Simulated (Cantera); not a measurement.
Cantera run:

```python
import numpy as np
import cantera as ct

gas_names = """
    B BH BH2 BH3 BN B2 H H2 N NH NH2 NH3 N2 N2H2 N2H4
""".split()
cond_names = """
    B(b) B(L) BN(s)
""".split()


# ... load() reads the species with a 1 bar reference pressure and builds the phases ...
atoms = {
    'borazine': {'B': 3, 'N': 3, 'H': 6},
    'H2': {'H': 2},
}
top_T = {'BN(s)': 3200}  # K; cautious upper limits of use, not melting points


# ... equilibrate(T, P, feed) seeds the gas with the atoms and calls Mixture.equilibrate('TP', solver="gibbs", rtol=1e-10, max_steps=50000) ...
results = []
feed = {'borazine': 1, 'H2': 190}  # mol
T = 2048.15  # K
for P in [10, 46, 220, 1000, 4600, 22000, 100000]:
    mix = equilibrate(T, P, feed)
    results.append((T, P, feed, dict(zip(mix.species_names, mix.species_moles))))

top = {s: max(r[3][s] / sum(r[3][g] for g in gas_names) for r in results) for s in gas_names}
cols = sorted((s for s in top if top[s] > 0.0001), key=lambda s: -top[s])[:9]
seen = [c for c in cond_names if any(r[3].get(c, 0) > 1e-12 for r in results)]
print("log10 of partial pressures in bar; condensed amounts in mol")
print(f"{'P/Pa':>10s}" + "".join(f"{s[:9]:>10s}" for s in cols + seen))
for T, P, feed, n in results:
    ng = sum(n[g] for g in gas_names)
    print(f"{P:10.4g}" + "".join(f"{np.log10(max(n[s] / ng * P / 1e5, 1e-99)):10.3f}" for s in cols)
          + "".join(f"{n.get(c, 0):10.4g}" for c in seen))
```

Output:

```
log10 of partial pressures in bar; condensed amounts in mol
      P/Pa        H2         H        N2         B       BH2      B(b)     BN(s)
        10    -4.102    -4.701    -6.160    -6.535    -7.315     2.252         0
        46    -3.387    -4.343    -5.472    -6.535    -6.599     2.753         0
       220    -2.682    -3.990    -4.781    -6.535    -5.895     2.855         0
      1000    -2.013    -3.656    -4.118    -6.535    -5.226     2.875         0
      4600    -1.344    -3.322    -3.625    -6.535    -4.557     1.892     0.987
   2.2e+04    -0.660    -2.980    -3.625    -6.535    -3.873    0.2959     2.582
     1e+05    -0.001    -2.650    -3.533    -6.581    -3.260         0     2.887
```

Equilibrium computed with Cantera from the NASA thermochemical tables; the gas is ideal and each condensed phase is pure. The feed counts by its element totals alone. Mutual solubility and eutectic melting of coexisting phases are not modelled. The tables' values for BH2 are old estimates; treat these amounts as uncertain. Gases not in the tables: B2H6 and higher boranes.
